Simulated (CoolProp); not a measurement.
Computed with CoolProp (reference Helmholtz-energy equation of state, Penoncello 2003).

For CHF3 (R23), give the phase and the Joule-Thomson coefficient (K/MPa), viscosity (µPa s), Prandtl number at 92.95 °C and 0.584 MPa.


- 92.95 °C and 0.584 MPa: gas; Joule-Thomson coefficient 7.12, viscosity 18.0, Prandtl number 0.856

Viscosity comes from a separate model (Shan 2000). Thermal conductivity comes from a separate model (Shan 2000).
